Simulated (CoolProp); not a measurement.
Model: reference Helmholtz-energy equation of state, Thol 2016, in CoolProp.

Q: For hexamethyldisiloxane (MM), give the phase and the density (kg/m³), cv (kJ/(kg K)), Joule-Thomson coefficient (K/MPa), isothermal compressibility (1/MPa) at 233.3 K and 0.67 MPa; 414.9 K and 0.715 MPa; 227 K and 0.933 MPa.

A: 
- 233.3 K and 0.67 MPa: liquid; density 827, cv 1.41, Joule-Thomson coefficient -0.491, isothermal compressibility 0.00120
- 414.9 K and 0.715 MPa: liquid; density 624, cv 1.84, Joule-Thomson coefficient -0.0462, isothermal compressibility 0.00823
- 227 K and 0.933 MPa: liquid; density 834, cv 1.40, Joule-Thomson coefficient -0.497, isothermal compressibility 0.00114
